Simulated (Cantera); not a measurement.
A closed system holds: 1 mol SiH4, 0.29 mol HCl, 3.2 mol H2, equilibrated at 18.0 Torr.

Equilibrium computed with Cantera from the NASA thermochemical tables; the gas is ideal and each condensed phase is pure. Candidate condensed phases: Si; 19 gas species. The numbers say what is thermodynamically allowed, not how fast it happens.

Over these rows the condensed part is Si(s). Partial pressures as log10 of bar:

```
T (K)  1000/T (1/K)  log p SiH2Cl2  log p H2  log p HCl
-----  ------------  -------------  --------  ---------
1150         0.8696          -5.71     -1.64      -3.09
1225         0.8163          -5.96     -1.64      -3.02
1300         0.7692              ?     -1.64      -3.00
1375         0.7273          -6.54     -1.64      -3.00
1450         0.6897          -6.81     -1.64      -3.00
1525         0.6557          -7.06     -1.64      -3.01
```

Task: Fit log p(SiH2Cl2) = a + b·(1000/T) to the five rows, give the apparent enthalpy, and predict the row at 1300 K.

Result: Means: 1000/T = 0.7517, log p = -6.416. Sxy = 0.201973, Sxx = 0.0317289, so b = 6.37 and a = -6.416 − (6.37)×0.7517 = -11.20.
Apparent enthalpy: −19.145 × (6.37) = -122 kJ/mol. With the condensed phases at unit activity, Si(s) + 2 HCl(g) = SiH2Cl2(g) links this pressure to the main gases: over the six rows their terms move log p by +0.16 in all, so the slope isn't that reaction's ΔH° alone. The five rows lie within 0.05 of the line.
Prediction at 1300 K: -11.20 + (6.37)×0.7692 = -6.30. The computed value is -6.25, 0.05 from the line.
